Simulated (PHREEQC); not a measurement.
A solution holds 0.0016 mol Rb2SO4 and 0.00023 mol HNO3 per kg of water, at 25 °C. Closed to the air; pH follows from the charge balance.

Computed with PHREEQC (ion-association model, wateq4f.dat).

- pH: 3.71
- ionic strength: 0.00498 mol/kgw
- total alkalinity: -0.230 meq/kg

| species | molality | activity | log γ |
|---|---|---|---|
| Rb+ | 0.00320 | 0.00297 | -0.033 |
| SO4-2 | 0.00158 | 0.00117 | -0.129 |
| NO3- | 0.000230 | 0.000213 | -0.034 |
| H+ | 0.000206 | 0.000193 | -0.030 |
| HSO4- | 2.36e-5 | 2.19e-5 | -0.033 |

This is a speciation only: nothing precipitates in the calculation.
